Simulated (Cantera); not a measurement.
An isothermal, constant-pressure homogeneous reactor starts with CH4 : CO2 = 1 : 1.4 (molar parts), at 1423 K and 293 Torr. Integrator tolerance rtol = 1e-08.

Cantera simulation using GRI-Mech 3.0 (53 species, 325 reactions); the numbers are that mechanism's predictions, not measurements.

### Question
What does this change do: temperature 1423 to 1200 K?

### Answer
```csv
quantity,before,after
x(CH4) at 9.00 s,0.111 (gas-phase equilibrium 9.64e-7),0.416 (gas-phase equilibrium 4.29e-5)
x(CO2) at 9.00 s,0.250 (gas-phase equilibrium 0.0330),0.583 (gas-phase equilibrium 0.0431)
x(HO2) at 9.00 s,<1e-12 (gas-phase equilibrium <1e-12),<1e-12 (gas-phase equilibrium <1e-12)
x(H) at 9.00 s,2.40e-6 (gas-phase equilibrium 6.74e-6),3.66e-10 (gas-phase equilibrium 2.03e-7)
x(H2) at 9.00 s,0.128 (gas-phase equilibrium 0.397),0.000689 (gas-phase equilibrium 0.407)
x(C2H) at 9.00 s,2.14e-9 (gas-phase equilibrium <1e-12),<1e-12 (gas-phase equilibrium <1e-12)
x(HCO) at 9.00 s,5.43e-10 (gas-phase equilibrium 3.00e-9),<1e-12 (gas-phase equilibrium 2.83e-10)
```

### Question
What does this change do: temperature 1423 to 2000 K?

### Answer
```tsv
quantity	before	after
x(CH4) at 9.00 s	0.111 (gas-phase equilibrium 9.64e-7)	2.76e-9 (gas-phase equilibrium 3.14e-9)
x(CO2) at 9.00 s	0.250 (gas-phase equilibrium 0.0330)	0.0209 (gas-phase equilibrium 0.0209)
x(HO2) at 9.00 s	<1e-12 (gas-phase equilibrium <1e-12)	4.72e-12 (gas-phase equilibrium 4.72e-12)
x(H) at 9.00 s	2.40e-6 (gas-phase equilibrium 6.74e-6)	0.00162 (gas-phase equilibrium 0.00162)
x(H2) at 9.00 s	0.128 (gas-phase equilibrium 0.397)	0.383 (gas-phase equilibrium 0.383)
x(C2H) at 9.00 s	2.14e-9 (gas-phase equilibrium <1e-12)	<1e-12 (gas-phase equilibrium <1e-12)
x(HCO) at 9.00 s	5.43e-10 (gas-phase equilibrium 3.00e-9)	1.18e-7 (gas-phase equilibrium 1.18e-7)
```
